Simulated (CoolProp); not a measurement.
Properties of toluene along the isotherm 620 K (Tc = 591.7 K, pc = 4.126 MPa, ω = 0.266).

Values from CoolProp's reference Helmholtz-energy equation of state, Lemmon 2006. It is a short technical equation, of lower accuracy than the large ones.

```
p (MPa)          phase  cv (kJ/(kg K))  speed of sound (m/s)  Joule-Thomson coefficient (K/MPa)  expansivity (1/kK)  viscosity (µPa s)  conductivity (mW/(m K))
-------  -------------  --------------  --------------------  ---------------------------------  ------------------  -----------------  -----------------------
0.0196             gas           2.090                 241.3                              6.449               1.621               14.2                     43.5
0.0348             gas           2.091                 241.0                              6.459               1.627               14.2                     43.5
0.0619             gas           2.091                 240.5                              6.477               1.638               14.2                     43.5
0.11               gas           2.092                 239.7                              6.510               1.658               14.2                     43.5
0.196              gas           2.094                 238.3                              6.570               1.695               14.2                     43.5
0.348              gas           2.097                 235.7                              6.678               1.764               14.2                     43.5
0.619              gas           2.102                 230.9                              6.882               1.899               14.2                     43.6
1.1                gas           2.113                 222.1                              7.282               2.183               14.3                     43.8
1.96               gas           2.134                 205.0                              8.145               2.898               14.6                     44.5
3.48               gas           2.187                 169.6                              10.35               5.688               15.8                     48.1
6.19     supercritical           2.268                 150.6                              5.762               16.58               39.8                     76.7
```

Viscosity comes from a separate model (Avgeri 2015). Thermal conductivity comes from a separate model (Assael 2012).
